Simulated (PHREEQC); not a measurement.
Make-up at 25 °C: 0.0041 mol/kgw NaBF4. Closed to the air; pH follows from the charge balance.

The numbers come from PHREEQC with the ion-association model, phreeqc.dat.

The pH is 3.02, the ionic strength is 0.00513 mol/kgw and the total alkalinity comes out as -12.3 meq/kg.

```csv
species,molality,activity,log γ
Na+,0.00410,0.00380,-0.033
HF,0.00276,0.00276,0.001
BF4-,0.00255,0.00236,-0.033
F-,0.00205,0.00190,-0.034
H3BO3,0.00104,0.00105,0.001
H+,0.00104,0.000967,-0.030
BF3OH-,0.000340,0.000315,-0.033
BF2(OH)2-,0.000169,0.000156,-0.033
HF2-,2.17e-5,2.01e-5,-0.033
NaF,4.15e-6,4.16e-6,0.001
BF(OH)3-,8.55e-7,7.92e-7,-0.033
```

No solid was allowed to form. Real BF4- forms and hydrolyses slowly; the run takes it at equilibrium.
